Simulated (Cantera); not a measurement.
An adiabatic, constant-pressure homogeneous reactor starts with CO : H2 : CH4 : O2 : N2 = 1 : 0.053 : 0.44 : 1.65 : 6.22 (molar parts), equivalence ratio 0.85, at 1748 K and 100000 Pa. Integrator tolerance rtol = 1e-08.

Computed with Cantera and GRI-Mech 3.0 (53 species, 325 reactions).

What does this change do: initial temperature 1748 to 1125 K?


```tsv
quantity	before	after
time of steepest temperature rise	0.110 ms	23.8 ms
temperature at 1.00 s	2779 K	2557 K
equilibrium temperature	2779 K	2557 K
x(CO) at 1.00 s	0.0616 (gas-phase equilibrium 0.0616)	0.0330 (gas-phase equilibrium 0.0330)
x(H2) at 1.00 s	0.00762 (gas-phase equilibrium 0.00762)	0.00383 (gas-phase equilibrium 0.00383)
x(CH4) at 1.00 s	<1e-12 (gas-phase equilibrium <1e-12)	<1e-12 (gas-phase equilibrium <1e-12)
x(CH2CO) at 1.00 s	<1e-12 (gas-phase equilibrium <1e-12)	<1e-12 (gas-phase equilibrium <1e-12)
x(NO) at 1.00 s	0.0152 (gas-phase equilibrium 0.0152)	0.00985 (gas-phase equilibrium 0.00985)
```

What does this change do: 0.55 parts H2O added?


| quantity | before | after |
|---|---|---|
| time of steepest temperature rise | 0.110 ms | 0.110 ms |
| temperature at 1.00 s | 2779 K | 2729 K |
| equilibrium temperature | 2779 K | 2729 K |
| x(CO) at 1.00 s | 0.0616 (gas-phase equilibrium 0.0616) | 0.0520 (gas-phase equilibrium 0.0520) |
| x(H2) at 1.00 s | 0.00762 (gas-phase equilibrium 0.00762) | 0.0103 (gas-phase equilibrium 0.0103) |
| x(CH4) at 1.00 s | <1e-12 (gas-phase equilibrium <1e-12) | <1e-12 (gas-phase equilibrium <1e-12) |
| x(CH2CO) at 1.00 s | <1e-12 (gas-phase equilibrium <1e-12) | <1e-12 (gas-phase equilibrium <1e-12) |
| x(NO) at 1.00 s | 0.0152 (gas-phase equilibrium 0.0152) | 0.0132 (gas-phase equilibrium 0.0132) |
